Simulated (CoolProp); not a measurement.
CF4 (R14) along the isotherm 195.3 K: fugacity coefficient from the reference equation and from simpler models built on Tc = 227.4 K, pc = 3.762 MPa, ω = 0.178; each cubic takes its own stable root.

Model: reference Helmholtz-energy equation of state, Platzer 1990, in CoolProp. This equation is an older, rougher fit; its heat capacities, sound speeds and derivatives of the liquid may be far off and weren't checked against measurements.

```tsv
p (MPa)	phase	reference	van der Waals	Redlich-Kwong	Soave-Redlich-Kwong	Peng-Robinson
0.784	gas	0.8890	0.9114	0.8920	0.8878	0.8797
1.57	liquid	0.6853	0.8216	0.7613	0.6949	0.6779
2.35	liquid	0.4730	0.6684	0.5275	0.4808	0.4671
3.14	liquid	0.3658	0.5258	0.4093	0.3727	0.3606
3.92	liquid	0.3026	0.4420	0.3396	0.3089	0.2977
4.7	liquid	0.2606	0.3864	0.2932	0.2664	0.2558
5.49	liquid	0.2304	0.3467	0.2598	0.2359	0.2256
6.27	liquid	0.2082	0.3178	0.2353	0.2135	0.2034
7.05	liquid	0.1911	0.2957	0.2164	0.1962	0.1862
7.84	liquid	0.1774	0.2782	0.2012	0.1823	0.1724
8.62	liquid	0.1664	0.2645	0.1891	0.1712	0.1614
9.41	liquid	0.1573	0.2533	0.1791	0.1620	0.1521
```

At some of these states van der Waals gives the other phase, because its saturation line lies elsewhere.
